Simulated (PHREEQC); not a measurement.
Consider water at 20 °C with 0.071 mol/kgw NH4F, 0.11 mol/kgw H2SiF6, 0.0051 mol/kgw HBF4 and 0.012 mol/kgw H2SO4. Closed to the air; pH follows from the charge balance.

The numbers come from PHREEQC with the ion-association model, phreeqc.dat.

Precipitation was switched off in this run.

Question: Order these F species by the share of F that they hold, largest first: HF, SiF6-2, BF4-.

Answer: SiF6-2 (88 %), HF (9.3 %), BF4- (2.7 %)

Question: Order these S species by the share of S that they hold, largest first: HSO4-, SO4-2, NH4SO4-.

Answer: HSO4- (76 %), SO4-2 (20 %), NH4SO4- (3.8 %)

The pH is 0.88 and the ionic strength 0.353 mol/kgw. Species that the database lacks are ignored. SiF6-2 is the database's only silicon fluoride. Real BF4- forms and hydrolyses slowly; the run takes it at equilibrium.
